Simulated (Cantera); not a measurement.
# Premixed flame

A freely propagating, adiabatic, planar premixed flame of 22.2 % H₂, 13.9 % O₂, 63.9 % N₂, equivalence ratio 0.80, unburnt at 575 K and 100.0 Torr; multicomponent transport, grid criteria slope 0.08 and curve 0.16, no radiation.

Cantera simulation using the H2/O2 subset of GRI-Mech 3.0, which has no nitrogen chemistry; the numbers are that mechanism's predictions, not measurements. Burning velocities carry a grid error of a few per cent, more on coarse grids.

| z (mm) | T (K) | u (m/s) | x H₂ | x O₂ | x OH | x H₂O₂ | x H | x H₂O |
|---|---|---|---|---|---|---|---|---|
| -20.4 | 575 | 4.01 | 0.222 | 0.139 | <1e-8 | <1e-8 | <1e-8 | <1e-8 |
| -13.6 | 575 | 4.01 | 0.222 | 0.139 | <1e-8 | <1e-8 | <1e-8 | <1e-8 |
| -10.2 | 575 | 4.01 | 0.222 | 0.139 | <1e-8 | <1e-8 | <1e-8 | <1e-8 |
| -6.79 | 575 | 4.01 | 0.222 | 0.139 | <1e-8 | <1e-8 | 1.05e-7 | 3.64e-8 |
| -3.39 | 583 | 4.07 | 0.220 | 0.139 | 2.75e-5 | 9.14e-7 | 0.000218 | 0.000592 |
| -1.70 | 705 | 4.86 | 0.199 | 0.135 | 0.000290 | 1.12e-6 | 0.00576 | 0.0117 |
| 0 | 1058 | 7.08 | 0.0967 | 0.0978 | 0.00228 | 6.62e-7 | 0.0409 | 0.0907 |
| 1.70 | 1316 | 8.70 | 0.0299 | 0.0537 | 0.00603 | 8.64e-7 | 0.0552 | 0.168 |
| 3.39 | 1432 | 9.41 | 0.0251 | 0.0472 | 0.00788 | 6.95e-7 | 0.0478 | 0.179 |
| 6.79 | 1562 | 10.2 | 0.0246 | 0.0441 | 0.00986 | 4.31e-7 | 0.0369 | 0.187 |
| 13.6 | 1700 | 11.0 | 0.0228 | 0.0410 | 0.0116 | 2.30e-7 | 0.0260 | 0.196 |
| 27.1 | 1834 | 11.7 | 0.0195 | 0.0380 | 0.0125 | 1.23e-7 | 0.0165 | 0.207 |
| 54.3 | 1954 | 12.4 | 0.0149 | 0.0354 | 0.0122 | 7.23e-8 | 0.00914 | 0.218 |
x: mole fraction of selected species; z is measured from the peak of heat release.

```yaml
laminar_burning_velocity: 401 cm/s
thermal_thickness: 6.79 mm
peak x(OH): 0.0125
peak x(H₂O₂): 1.46e-6
peak x(H): 0.0558
grid_points: 131
```
